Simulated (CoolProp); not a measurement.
R410A along the isotherm 128.85 °C: density (kg/m³) from the reference equation and from simpler models built on Tc = 71.3 °C, pc = 49.01 bar, ω = 0.296; each cubic takes its own stable root.

Model: reference Helmholtz-energy equation of state, Lemmon 2003, in CoolProp. It is a pseudo-pure fit of the blend.

```
p (bar)          phase  reference  ideal gas  van der Waals  Redlich-Kwong  Soave-Redlich-Kwong  Peng-Robinson
-------  -------------  ---------  ---------  -------------  -------------  -------------------  -------------
18.9               gas      44.81      41.04          44.77          44.94                44.46          45.04
37.7               gas      98.94      81.87          99.68          99.84                97.12          99.69
56.6     supercritical      167.7      122.9          174.2          171.2                161.7          168.2
75.4     supercritical      257.3      163.7          286.8          266.2                240.2          252.6
94.3     supercritical      371.8      204.8          402.1          378.4                329.3          349.0
113      supercritical      489.7      245.4          465.9          470.7                412.4          440.2
132      supercritical      586.1      286.7          506.7          538.1                481.4          517.1
151      supercritical      656.6      327.9          536.2          588.5                535.9          578.7
170      supercritical      709.2      369.2          559.4          628.3                579.9          628.8
189      supercritical      750.4      410.4          578.5          661.3                616.5          670.6
207      supercritical      782.2      449.5          593.9          688.0                646.1          704.4
226      supercritical      810.6      490.8          608.1          712.6                673.4          735.7
245      supercritical      835.0      532.1          620.6          734.4                697.6          763.3
```
